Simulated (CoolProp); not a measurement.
Computed with CoolProp (reference Helmholtz-energy equation of state, Jacobsen 1992).

**Question.** For R11, give the phase and the cp (kJ/(kg K)) at 176.75 °C and 3.01 bar; 194.95 °C and 0.351 bar.

**Answer.** 
- 176.75 °C and 3.01 bar: gas; cp 0.674
- 194.95 °C and 0.351 bar: gas; cp 0.673
